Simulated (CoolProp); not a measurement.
n-octane at several states: density (kg/m³) from the reference equation and from simpler models built on Tc = 295.6 °C, pc = 24.84 bar, ω = 0.398; each cubic takes its own stable root.

The numbers come from the reference Helmholtz-energy equation of state, Beckmüller 2019 in CoolProp.

```tsv
T (°C)	p (bar)	phase	reference	van der Waals	Redlich-Kwong	Soave-Redlich-Kwong	Peng-Robinson
80.05	0.557	liquid	652.6	2.212	2.232	563.9	636.2
2.65	24.7	liquid	718.3	401.7	592.8	612.0	687.1
300.35	0.114	gas	0.2735	0.2735	0.2735	0.2735	0.2736
108.15	0.231	gas	0.8446	0.8382	0.8405	0.8420	0.8424
108.35	35.4	liquid	633.1	365.0	524.1	550.7	621.0
153.45	1.11	gas	3.753	3.673	3.705	3.726	3.735
```

At some of these states van der Waals, Redlich-Kwong gives the other phase, because its saturation line lies elsewhere.
